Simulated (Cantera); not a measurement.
**Abatement and gas-phase synthesis: N2O + SO2 + H2O**

Input: 1 mol N2O, 0.37 mol SO2, 0.13 mol H2O, equilibrated at 0.0750 Torr.

Cantera equilibrium calculation (NASA polynomials, part measured and part estimated; ideal gas, pure solids and liquids). Candidate condensed phases: H2O, H2SO4, S; 35 gas species. The numbers say what is thermodynamically allowed, not how fast it happens.

From 1175 K to 2375 K nothing is condensed.

```tsv
T (K)	x N2	x O	x O2	x SO2	x H	x H2O	x SO	x OH	x S
1175	0.500	7.30e-7	0.250	0.185	3.82e-9	0.0650	1.60e-8	1.78e-5	<1e-12
1375	0.500	3.18e-5	0.250	0.185	6.83e-7	0.0649	1.44e-6	0.000201	7.44e-12
1575	0.499	0.000534	0.249	0.185	3.31e-5	0.0643	4.12e-5	0.00122	4.60e-9
1775	0.496	0.00473	0.244	0.184	0.000665	0.0614	0.000554	0.00482	6.74e-7
1975	0.485	0.0264	0.229	0.176	0.00688	0.0508	0.00434	0.0132	3.65e-5
2175	0.447	0.100	0.189	0.145	0.0361	0.0244	0.0213	0.0216	0.000930
2375	0.381	0.258	0.116	0.0742	0.0743	0.00300	0.0567	0.0143	0.0116
```
x: gas mole fraction; nothing condenses.
